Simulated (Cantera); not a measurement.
Input: 1 mol SiC, 0.84 mol CO2, 600 mol H2, 0.19 mol N2O, held at 1.43 Torr.

Method: chemical equilibrium by Gibbs-energy minimisation in Cantera with the NASA 1993 tables (ideal gas, pure condensed phases). Candidate condensed phases: C, C6H6, C7H8, C8H18, H2O, Si, SiC, SiO2, Si2N2O, Si3N4; 151 gas species. Kinetics and transport are ignored. All values below are at 1777 °C.

Base state: H2 0.945, H 0.0506, CO 0.00290, Si 0.00144, N2 0.000287, SiO 0.000127, HCN 3.76e-5, SiH 3.69e-5 (mole fractions); condensed: gas only.

Q: What changes in the equilibrium state with this change: N2O from 0.19 to 3.5 mol?

A: 
```
species    before    after
-------  --------  -------
H2          0.945    0.936
H          0.0506   0.0503
N2       0.000287  0.00563
H2O       3.93e-9  0.00374
SiO      0.000127  0.00161
Si        0.00144  1.89e-8
HCN       3.76e-5    <1e-9
SiH       3.69e-5    <1e-9
OH          <1e-9  2.20e-5
```
